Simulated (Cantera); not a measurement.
Standard-state values (1 bar) from the NASA 1993 polynomials, evaluated with Cantera. Values are per mole of reaction as written; species without (g) are pure solids or liquids, kept so even where they would boil at 1 bar.

BaO + 2 H(g) → Ba + H2O(g)

```csv
T (K),ΔH° (kJ),ΔS° (J/K),ΔG° (kJ),log10 K,condensed phases
300,?,?,?,?,"BaO(s), Ba(s)"
1348,-144.3,-77.4,-40.0,1.55,"BaO(s), Ba(l)"
1448,-145.8,-78.5,-32.2,1.16,"BaO(s), Ba(l)"
1548,?,?,?,?,"BaO(s), Ba(l)"
1648,?,?,?,?,"BaO(s), Ba(l)"
1748,?,?,?,?,"BaO(s), Ba(l)"
1848,-151.7,-82.1,0.0,0.00,"BaO(s), Ba(l)"
```

Q: Some entries are withheld; supply them.

A: 
- 300, ΔH° (kJ): -129.8
- 300, ΔS° (J/K): -50.5
- 300, ΔG° (kJ): -114.6
- 300, log10 K: 19.95
- 1548, ΔH° (kJ): -147.4
- 1548, ΔS° (J/K): -79.5
- 1548, ΔG° (kJ): -24.3
- 1548, log10 K: 0.82
- 1648, ΔH° (kJ): -148.8
- 1648, ΔS° (J/K): -80.4
- 1648, ΔG° (kJ): -16.3
- 1648, log10 K: 0.52
- 1748, ΔH° (kJ): -150.3
- 1748, ΔS° (J/K): -81.3
- 1748, ΔG° (kJ): -8.2
- 1748, log10 K: 0.24
